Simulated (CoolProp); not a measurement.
Aqueous ammonia as a coolant, 8 % by mass, freezing at -10.4 °C, 1 atm.

The numbers come from the Melinder's fits for secondary coolants in CoolProp.

```csv
T (°C),Prandtl number,viscosity (mPa s),conductivity (W/(m K)),density (kg/m³)
-8,22.8,2.65,[?],[?]
-1,16.9,[?],0.506,969.5
5.9,13.2,1.63,0.519,968.5
12.9,10.6,1.34,0.530,967.0
19.9,[?],1.12,0.542,965.1
26.9,7.10,0.940,0.555,962.8
```

What belongs in the gaps?


- -8, conductivity (W/(m K)): 0.492
- -8, density (kg/m³): 970.1
- -1, viscosity (mPa s): 2.03
- 19.9, Prandtl number: 8.69
